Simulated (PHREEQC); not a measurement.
Solution (25 °C): 3.3 mmol/kgw KOH and 2.4 mmol/kgw KCl. Closed to the air; pH follows from the charge balance.

Equilibrium calculation in PHREEQC: ion-association model, wateq4f.dat.

```
Quantity                    Value
----------------  ---------------
pH                          11.48
ionic strength    0.00570 mol/kgw
total alkalinity      3.30 meq/kg
```

| species | molality | activity | log γ |
|---|---|---|---|
| K+ | 0.00570 | 0.00525 | -0.035 |
| OH- | 0.00330 | 0.00304 | -0.035 |
| Cl- | 0.00240 | 0.00221 | -0.035 |

No solid was allowed to form. Complexes and solids missing from the database can't appear.
